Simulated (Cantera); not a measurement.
Input: 1 mol SiH2Cl2, 14 mol NH3, 72 mol H2, at 11000 Pa.

Cantera equilibrium calculation (NASA polynomials, part measured and part estimated; ideal gas, pure solids and liquids). Candidate condensed phases: NH4Cl, Si, Si3N4; 28 gas species. Kinetics and transport are ignored. All values below are at 1023 K.

Base state: H2 0.918, N2 0.0625, HCl 0.0197, NH3 1.21e-5 (mole fractions); condensed: Si3N4(s).

Q: What changes in the equilibrium state with this change: NH3 from 14 to 29 mol?

A: 
| species | before | after |
|---|---|---|
| H2 | 0.918 | 0.879 |
| N2 | 0.0625 | 0.105 |
| HCl | 0.0197 | 0.0152 |
| NH3 | 1.21e-5 | 1.48e-5 |
| Si3N4(s), mol | 0.333 | 0.333 |
